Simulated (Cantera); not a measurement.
# Equilibrium for carbothermic reduction: TiO2 + CH4 + CO

A closed system holds: 1 mol TiO2, 4.7 mol CH4, 0.049 mol CO, at 14000 Pa.

Method: chemical equilibrium by Gibbs-energy minimisation in Cantera with the NASA 1993 tables (ideal gas, pure condensed phases). Candidate condensed phases: C, C6H6, C7H8, C8H18, H2O, Ti, TiC, TiO, TiO2, Ti2O3, Ti3O5, Ti4O7; 113 gas species. TiC: taken at fixed stoichiometry. The numbers say what is thermodynamically allowed, not how fast it happens.

From 1948 K to 2223 K the condensed part is C(graphite) + TiC(s).

```json
[
 {"T (K)": "1948", "log p H2": "-0.94", "log p CO": "-1.60", "log p H": "-3.42", "log p C2H2 (acetylene)": "-4.21", "log p CH4": "-5.19", "log p CH3": "-6.37", "log p H2O": "-6.38", "log p C4H2": "-7.88", "n C(graphite)": "1.69", "n TiC(s)": "1.00"},
 {"T (K)": "1973", "log p H2": "-0.94", "log p CO": "-1.60", "log p H": "-3.34", "log p C2H2 (acetylene)": "-4.13", "log p CH4": "-5.22", "log p CH3": "-6.32", "log p H2O": "-6.43", "log p C4H2": "-7.73", "n C(graphite)": "1.69", "n TiC(s)": "1.00"},
 {"T (K)": "1998", "log p H2": "-0.94", "log p CO": "-1.60", "log p H": "-3.27", "log p C2H2 (acetylene)": "-4.06", "log p CH4": "-5.25", "log p CH3": "-6.28", "log p H2O": "-6.47", "log p C4H2": "-7.58", "n C(graphite)": "1.69", "n TiC(s)": "1.00"},
 {"T (K)": "2023", "log p H2": "-0.94", "log p CO": "-1.60", "log p H": "-3.19", "log p C2H2 (acetylene)": "-3.99", "log p CH4": "-5.28", "log p CH3": "-6.24", "log p H2O": "-6.51", "log p C4H2": "-7.44", "n C(graphite)": "1.68", "n TiC(s)": "1.00"},
 {"T (K)": "2048", "log p H2": "-0.94", "log p CO": "-1.60", "log p H": "-3.12", "log p C2H2 (acetylene)": "-3.92", "log p CH4": "-5.31", "log p CH3": "-6.20", "log p H2O": "-6.56", "log p C4H2": "-7.30", "n C(graphite)": "1.68", "n TiC(s)": "1.00"},
 {"T (K)": "2073", "log p H2": "-0.94", "log p CO": "-1.60", "log p H": "-3.05", "log p C2H2 (acetylene)": "-3.85", "log p CH4": "-5.34", "log p CH3": "-6.16", "log p H2O": "-6.60", "log p C4H2": "-7.16", "n C(graphite)": "1.68", "n TiC(s)": "1.00"},
 {"T (K)": "2098", "log p H2": "-0.94", "log p CO": "-1.60", "log p H": "-2.98", "log p C2H2 (acetylene)": "-3.79", "log p CH4": "-5.37", "log p CH3": "-6.12", "log p H2O": "-6.64", "log p C4H2": "-7.03", "n C(graphite)": "1.67", "n TiC(s)": "1.00"},
 {"T (K)": "2123", "log p H2": "-0.94", "log p CO": "-1.60", "log p H": "-2.92", "log p C2H2 (acetylene)": "-3.73", "log p CH4": "-5.39", "log p CH3": "-6.08", "log p H2O": "-6.68", "log p C4H2": "-6.90", "n C(graphite)": "1.67", "n TiC(s)": "1.000"},
 {"T (K)": "2148", "log p H2": "-0.95", "log p CO": "-1.60", "log p H": "-2.85", "log p C2H2 (acetylene)": "-3.66", "log p CH4": "-5.42", "log p CH3": "-6.04", "log p H2O": "-6.72", "log p C4H2": "-6.77", "n C(graphite)": "1.66", "n TiC(s)": "1.000"},
 {"T (K)": "2173", "log p H2": "-0.95", "log p CO": "-1.60", "log p H": "-2.79", "log p C2H2 (acetylene)": "-3.60", "log p CH4": "-5.45", "log p CH3": "-6.01", "log p H2O": "-6.75", "log p C4H2": "-6.65", "n C(graphite)": "1.66", "n TiC(s)": "1.000"},
 {"T (K)": "2198", "log p H2": "-0.95", "log p CO": "-1.60", "log p H": "-2.73", "log p C2H2 (acetylene)": "-3.54", "log p CH4": "-5.47", "log p CH3": "-5.97", "log p H2O": "-6.79", "log p C4H2": "-6.53", "n C(graphite)": "1.65", "n TiC(s)": "1.000"},
 {"T (K)": "2223", "log p H2": "-0.95", "log p CO": "-1.60", "log p H": "-2.67", "log p C2H2 (acetylene)": "-3.49", "log p CH4": "-5.50", "log p CH3": "-5.94", "log p H2O": "-6.83", "log p C4H2": "-6.41", "n C(graphite)": "1.65", "n TiC(s)": "1.000"}
]
```
log p: log10 of the partial pressure in bar; n: condensed amount in mol.
